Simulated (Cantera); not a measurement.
Charge: 1 mol Si₂Cl₆, 34 mol N₂, 0.62 mol H₂, equilibrated at 29.3 Torr.

Cantera equilibrium calculation (NASA polynomials, part measured and part estimated; ideal gas, pure solids and liquids). Candidate condensed phases: NH₄Cl, Si, Si₃N₄; 28 gas species. The feed counts by its element totals alone. N₂ is the only nitrogen source here; it is nearly inert below about 1500 K, so the nitride shown seldom forms there in practice. Equilibrium is a limit: real reactors are often held back by kinetics, nucleation or transport.

Over these rows the condensed part is Si₃N₄(s). Partial pressures as log10 of bar:

```json
[
 {"T (K)": "1098", "1000/T (1/K)": "0.9107", "log p SiCl₂": "-6.35", "log p N₂": "-1.44", "log p SiCl₄": "-2.88", "log p HCl": "-2.91"},
 {"T (K)": "1173", "1000/T (1/K)": "0.8525", "log p SiCl₂": "-5.50", "log p N₂": "-1.44", "log p SiCl₄": "-2.89", "log p HCl": "-2.91"},
 {"T (K)": "1248", "1000/T (1/K)": "0.8013", "log p SiCl₂": "-4.76", "log p N₂": "-1.44", "log p SiCl₄": "-2.90", "log p HCl": "-2.90"},
 {"T (K)": "1323", "1000/T (1/K)": "0.7559", "log p SiCl₂": "-4.11", "log p N₂": "-1.44", "log p SiCl₄": "-2.93", "log p HCl": "-2.90"},
 {"T (K)": "1398", "1000/T (1/K)": "0.7153", "log p SiCl₂": "-3.56", "log p N₂": "-1.44", "log p SiCl₄": "-3.01", "log p HCl": "-2.91"},
 {"T (K)": "1473", "1000/T (1/K)": "0.6789", "log p SiCl₂": "?", "log p N₂": "-1.44", "log p SiCl₄": "-3.19", "log p HCl": "-2.92"}
]
```

Problem. Fit log p(SiCl₂) = a + b·(1000/T) to the five rows, give the apparent enthalpy, and predict the row at 1473 K.

Solution. Means: 1000/T = 0.8071, log p = -4.856. Sxy = -0.341741, Sxx = 0.0238764, so b = -14.31 and a = -4.856 − (-14.31)×0.8071 = 6.69.
Apparent enthalpy: −19.145 × (-14.31) = 274 kJ/mol. With the condensed phases at unit activity, 1/6 Si₃N₄(s) + 1/2 SiCl₄(g) = SiCl₂(g) + 1/3 N₂(g) links this pressure to the main gases: over the six rows their terms move log p by -0.16 in all, so the slope is close to that reaction's ΔH°. The five rows lie within 0.02 of the line.
Prediction at 1473 K: 6.69 + (-14.31)×0.6789 = -3.03. The computed value is -3.13, 0.10 from the line.
